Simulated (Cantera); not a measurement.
# Stirred combustor or abatement burner

A perfectly stirred reactor is fed with 14.6 % H2, 17.9 % O2, 67.2 % N2, 0.293 % NO, at 7.60 atm; it is adiabatic with a 425 K inlet, and is followed from long to short residence time, starting on the burning branch (τ in s: 0.067, 0.03, 0.013, 0.0059, 0.0026, 0.0012, 0.00051, 0.00023, 0.0001, 4.5e-05, 2e-05, 8.9e-06, 3.9e-06).

Detailed kinetics in Cantera: GRI-Mech 3.0 (53 species, 325 reactions). The hydrogen kinetics of GRI-Mech 3.0 are dated; newer H2 mechanisms differ, most at raised pressure. The mechanism lacks 2 NO + O2 → 2 NO2 and HONO, so NO2 and the effect of NO are under-described below about 1400 K.

```csv
τ (s),T (K),x H2,x O2,x NO,x H,x N2O,x N2
0.067,1553,5.98e-5,0.114,0.00307,3.32e-7,8.68e-7,0.725
0.030,1553,0.000106,0.114,0.00305,7.06e-7,1.32e-6,0.725
0.013,1552,0.000190,0.114,0.00304,1.57e-6,2.02e-6,0.725
0.0059,1550,0.000327,0.114,0.00303,3.39e-6,2.87e-6,0.725
0.0026,1548,0.000572,0.114,0.00302,7.60e-6,3.85e-6,0.725
0.0012,1545,0.000975,0.114,0.00302,1.63e-5,4.81e-6,0.725
0.00051,1538,0.00177,0.114,0.00303,3.80e-5,5.91e-6,0.724
0.00023,1527,0.00312,0.115,0.00303,8.21e-5,6.91e-6,0.724
0.00010,1506,0.00578,0.116,0.00304,0.000179,7.84e-6,0.723
4.5e-5,1463,0.0115,0.118,0.00303,0.000355,9.40e-6,0.720
2.0e-5,425,0.146,0.179,0.00293,<1e-12,<1e-12,0.672
8.9e-6,425,0.146,0.179,0.00293,<1e-12,<1e-12,0.672
3.9e-6,425,0.146,0.179,0.00293,<1e-12,<1e-12,0.672
```
x: mole fraction; the columns are a selection and need not sum to one.
